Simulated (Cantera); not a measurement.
An adiabatic, constant-pressure homogeneous reactor starts with 20.4 % H₂, 16.7 % O₂, 62.8 % N₂, 0.149 % CO₂, equivalence ratio 0.61, at 1123 K and 1.00 bar.

Cantera simulation using GRI-Mech 3.0 (53 species, 325 reactions); the numbers are that mechanism's predictions, not measurements.

x: mole fraction; the columns are a selection and need not sum to one.

| t (s) | T (K) | x H₂ | x O₂ | x NO | x H | x H₂O |
|---|---|---|---|---|---|---|
| 3.00e-6 | 1123 | 0.204 | 0.167 | <1e-12 | 1.63e-9 | 5.83e-10 |
| 1.23e-5 | 1123 | 0.204 | 0.167 | <1e-12 | 2.32e-8 | 2.90e-8 |
| 5.04e-5 | 1123 | 0.204 | 0.167 | 2.47e-12 | ___ | ___ |
| 0.000206 | 2351 | 0.00866 | 0.0688 | 9.43e-5 | 0.00470 | 0.203 |
| 0.000845 | 2457 | 0.00394 | 0.0691 | ___ | 0.00132 | 0.213 |
| 0.00346 | 2456 | 0.00392 | 0.0686 | 0.00166 | 0.00130 | 0.214 |
| 0.0142 | 2450 | 0.00387 | 0.0667 | 0.00560 | 0.00126 | 0.214 |
| 0.0582 | 2443 | 0.00380 | 0.0645 | 0.0104 | 0.00121 | 0.214 |
| 0.238 | 2442 | 0.00379 | 0.0643 | 0.0107 | 0.00120 | 0.214 |
| 0.976 | 2442 | 0.00379 | 0.0643 | 0.0107 | 0.00120 | 0.214 |
| 4.00 | 2442 | 0.00379 | 0.0643 | 0.0107 | 0.00120 | 0.214 |

Fill in the missing entries.


- 5.04e-5, x H: 0.000117
- 5.04e-5, x H₂O: 0.000196
- 0.000845, x NO: 0.000430
